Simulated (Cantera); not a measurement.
**Ignition delay**

Mixture: CH4 : O2 : N2 = 1 : 2.44 : 9.17 (molar parts), at 3830 Torr, adiabatic and at constant pressure. Ignition delay is the time to a rise of 400 K.

Computed with Cantera and GRI-Mech 3.0 (53 species, 325 reactions).

```csv
T0 (K),delay (ms)
1275,3.48
1375,1.11
1475,0.390
1575,0.152
1675,0.0657
1775,0.0317
1875,0.0168
1975,0.00972
2075,0.00601
```

| Item | Result |
|---|---|
| apparent activation energy between 1875 and 2075 K | 170 kJ/mol |
